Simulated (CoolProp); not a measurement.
R11 at 326.09 K and 0.203 MPa flows at 14 m/s in a round tube of 50 mm bore and 45 µm roughness, fully developed (64/Re and Nu = 3.66 if laminar; Colebrook and Gnielinski if turbulent). Each further row changes one setting.

Computed with CoolProp (reference Helmholtz-energy equation of state, Jacobsen 1992).

```
case             Reynolds number  Darcy friction factor  pressure drop (Pa/m)  heat-transfer coefficient (W/(m² K))  mass flow (kg/h)
---------------  ---------------  ---------------------  --------------------  ------------------------------------  ----------------
as stated                 688000                 0.0196                   418                                   269              1080
velocity 28 m/s          1380000                 0.0194                  1650                                   531              2150
diameter 100 mm          1380000                 0.0167                   178                                   227              4300
```

Viscosity comes from a separate model (Klein 1997), an estimate that may be off by 10 % or more. Thermal conductivity comes from a separate model (McLinden 2000), an estimate that may be off by 10 % or more.
